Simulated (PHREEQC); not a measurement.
PHREEQC input (ion-association model, phreeqc.dat):

```
SOLUTION 1
  temp 25
  units mol/kgw
  pH 7 charge
END
SELECTED_OUTPUT 1
  -reset false
  -pH true
  -pe true
  -ionic_strength true
  -water true
  -totals Sg
  -molalities H+ OH-
USER_PUNCH 1
  -headings p_H2Sg(g) phi_H2Sg(g) p_H2O(g) phi_H2O(g) density
  10 PUNCH PR_P("H2Sg(g)"), PR_PHI("H2Sg(g)"), PR_P("H2O(g)"), PR_PHI("H2O(g)"), RHO
PRINT
  -reset false
USE solution 1
REACTION_TEMPERATURE 1
  30
GAS_PHASE 1
  -fixed_pressure
  -pressure 10
  -temperature 30
  -volume 20
  H2Sg(g) 10
  H2O(g) 0
END
# ... the last block is repeated for the other 6 points of T (°C)
```

Selected output (columns that matter, 7 of 7 rows; T (°C) added in front):

```
T (°C)	pH	mu	Sg	m_H+	m_OH-	p_H2Sg(g)	phi_H2Sg(g)	p_H2O(g)	phi_H2O(g)	density
30	3.51	0.00031527	0.71934	0.00031527	4.8284e-11	9.9539	0.92482	0.046072	0.9063	0.99541
40	3.4996	0.00032313	0.59039	0.00032313	9.4257e-11	9.9207	0.93106	0.07935	0.91355	0.99214
50	3.492	0.00032897	0.50221	0.00032897	1.7351e-10	9.8684	0.93666	0.13163	0.9199	0.98809
60	3.4876	0.00033253	0.44041	0.00033253	3.0338e-10	9.7889	0.9417	0.21107	0.92541	0.98336
70	3.4865	0.00033352	0.39615	0.00033352	5.0707e-10	9.6718	0.94627	0.32818	0.93013	0.97803
80	3.4891	0.0003317	0.36372	0.0003317	8.1465e-10	9.5039	0.95042	0.49611	0.93411	0.97215
90	3.4958	0.00032678	0.33916	0.00032678	1.2645e-09	9.2691	0.95424	0.73094	0.93736	0.96576
```

Complexes and solids missing from the database can't appear. Away from 25 °C the constants follow the database's enthalpies or fits; those with neither stay at their 25 °C values.
